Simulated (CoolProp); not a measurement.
Saturation properties of R236EA (Tc = 139.3 °C, pc = 34.14 bar, ω = 0.368).

The numbers come from the reference Helmholtz-energy equation of state, Rui 2013 in CoolProp.

```json
[
 {"T (°C)": "13.05", "p (bar)": "1.330", "vapour density (kg/m³)": "8.977", "enthalpy of vaporisation (kJ/kg)": "161.9", "surface tension (mN/m)": "13.6", "vapour viscosity (µPa s)": "10.4"},
 {"T (°C)": "17.35", "p (bar)": "1.564", "vapour density (kg/m³)": "10.47", "enthalpy of vaporisation (kJ/kg)": "159.7", "surface tension (mN/m)": "13.0", "vapour viscosity (µPa s)": "10.6"},
 {"T (°C)": "21.65", "p (bar)": "1.830", "vapour density (kg/m³)": "12.16", "enthalpy of vaporisation (kJ/kg)": "157.4", "surface tension (mN/m)": "12.4", "vapour viscosity (µPa s)": "10.7"},
 {"T (°C)": "25.95", "p (bar)": "2.128", "vapour density (kg/m³)": "14.05", "enthalpy of vaporisation (kJ/kg)": "155.2", "surface tension (mN/m)": "11.9", "vapour viscosity (µPa s)": "10.9"},
 {"T (°C)": "30.25", "p (bar)": "2.464", "vapour density (kg/m³)": "16.18", "enthalpy of vaporisation (kJ/kg)": "152.8", "surface tension (mN/m)": "11.3", "vapour viscosity (µPa s)": "11.0"},
 {"T (°C)": "34.45", "p (bar)": "2.829", "vapour density (kg/m³)": "18.49", "enthalpy of vaporisation (kJ/kg)": "150.5", "surface tension (mN/m)": "10.8", "vapour viscosity (µPa s)": "11.2"},
 {"T (°C)": "38.75", "p (bar)": "3.245", "vapour density (kg/m³)": "21.12", "enthalpy of vaporisation (kJ/kg)": "148.1", "surface tension (mN/m)": "10.2", "vapour viscosity (µPa s)": "11.3"},
 {"T (°C)": "43.05", "p (bar)": "3.706", "vapour density (kg/m³)": "24.05", "enthalpy of vaporisation (kJ/kg)": "145.6", "surface tension (mN/m)": "9.66", "vapour viscosity (µPa s)": "11.5"}
]
```

It boils at 6.2 °C under 1 atm.

Viscosity comes from a separate model (Huber 2003), an estimate that may be off by 10 % or more. Surface tension comes from a separate correlation (Mulero 2012).
